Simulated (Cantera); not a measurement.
Input: 1 mol CuO, 1.2 mol C, 0.51 mol CO, 2.6 mol CH4, held at 2350 °C and 4.50 Torr.

Method: chemical equilibrium by Gibbs-energy minimisation in Cantera with the NASA 1993 tables (ideal gas, pure condensed phases). Candidate condensed phases: C, C6H6, C7H8, C8H18, Cu, CuO, Cu(OH)2, Cu2O, H2O; 113 gas species. The numbers say what is thermodynamically allowed, not how fast it happens.

Base state: H2 0.384, H 0.337, CO 0.163, Cu 0.108, C2H2 (acetylene) 0.00681, C2H 0.000550, C3 0.000512, C 0.000139 (mole fractions); condensed: C(graphite).

**Question.** What changes in the equilibrium state with this change: CuO replaced by PbO?

**Answer.** 
```tsv
species	before	after
H2	0.384	0.384
H	0.337	0.337
CO	0.163	0.163
Pb	0	0.108
Cu	0.108	0
C2H2 (acetylene)	0.00681	0.00681
C4H2	5.01e-5	5.01e-5
C(graphite), mol	2.64	2.64
```
Further candidate phases: Pb, PbO, PbO2, Pb3O4.
